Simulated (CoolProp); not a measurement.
Saturation properties of hexamethyldisiloxane (MM).

Values from CoolProp's reference Helmholtz-energy equation of state, Thol 2016.

```csv
T (K),p (kPa),liquid density (kg/m³),vapour density (kg/m³),liquid cp (kJ/(kg K)),surface tension (mN/m)
404.3,227.7,635.9,12.39,2.216,6.69
410.5,263.7,627.4,14.33,2.238,6.24
416.7,303.9,618.8,16.52,2.261,5.78
422.9,348.6,609.9,18.98,2.285,5.34
429.1,398.1,600.7,21.75,2.309,4.91
435.3,452.7,591.2,24.87,2.336,4.48
441.5,?,581.4,?,2.364,4.06
447.7,578.9,571.2,32.34,2.394,3.65
453.9,?,560.5,36.82,2.428,3.25
460.1,730.2,549.2,41.91,2.465,2.86
466.3,816.4,537.3,47.72,2.507,2.48
472.5,910.4,524.7,54.39,2.557,2.11
478.7,1013,511.1,62.12,2.619,1.76
484.9,1124,496.2,71.18,2.697,1.42
491.1,1244,479.7,?,2.805,1.10
```

Problem. Fill in the missing entries.

Solution. 
- 441.5, p (kPa): 512.8
- 441.5, vapour density (kg/m³): 28.38
- 453.9, p (kPa): 651.2
- 491.1, vapour density (kg/m³): 82.00

It boils at 373.7 K under 1 atm.

Surface tension comes from a separate correlation (Mulero 2014), older than this fluid's equation and unchecked against measurements.
